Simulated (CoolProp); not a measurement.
Neopentane at several states: fugacity coefficient from the reference equation and from simpler models built on Tc = 433.7 K, pc = 3.196 MPa, ω = 0.196; each cubic takes its own stable root.

Values from CoolProp's reference Helmholtz-energy equation of state, Lemmon 2006. It is a short technical equation, of lower accuracy than the large ones.

```
T (K)  p (MPa)          phase  reference  Soave-Redlich-Kwong  Peng-Robinson
-----  -------  -------------  ---------  -------------------  -------------
527.3    0.109            gas     0.9940               0.9941         0.9930
439.9   0.0539            gas     0.9946               0.9945         0.9939
518.5    0.522            gas     0.9696               0.9702            [?]
475       6.93  supercritical        [?]               0.5365            [?]
```

Question: Fill in the missing entries.

Answer: 
- 518.5, Peng-Robinson: 0.9652
- 475, reference: 0.5199
- 475, Peng-Robinson: 0.5071
